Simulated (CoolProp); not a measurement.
Vapour pressure (MPa) of sulfur dioxide: the reference equation beside estimates from Tc = 430.6 K, pc = 7.887 MPa, ω = 0.256. Clausius-Clapeyron is anchored at 296.5 K with a constant enthalpy of vaporisation of 22.94 kJ/mol.

Values from CoolProp's reference Helmholtz-energy equation of state, Gao 2016.

```csv
T (K),reference,Clausius-Clapeyron,van der Waals,Redlich-Kwong,Peng-Robinson
209.5,0.004381,0.007784,0.1816,0.01208,0.004713
221.9,0.01063,0.01625,0.2680,0.02678,0.01118
234.4,0.02326,0.03153,0.3812,0.05367,0.02405
246.8,0.04612,0.05696,0.5230,0.09809,0.04710
259.2,0.08472,0.09723,0.6977,0.1669,0.08571
271.7,0.1465,0.1587,0.9102,0.2686,0.1472
284.1,0.2386,0.2471,1.160,0.4096,0.2386
296.5,0.3710,0.3710,1.452,0.5988,0.3698
309,0.5556,0.5405,1.791,0.8468,0.5529
321.4,0.8011,0.7628,2.175,1.158,0.7967
333.8,1.121,1.049,2.608,1.543,1.115
346.3,1.532,1.414,3.097,2.012,1.525
358.7,2.040,1.862,3.634,2.567,2.035
371.1,2.665,2.408,4.227,3.217,2.664
383.6,3.428,3.068,4.882,3.977,3.433
```

Absolute difference from the reference over all 15 rows, mean and median: Clausius-Clapeyron 17.8 and 8.7 %, van der Waals 784.6 and 291.4 %, Redlich-Kwong 74.2 and 61.4 %, Peng-Robinson 1.5 and 0.5 %.
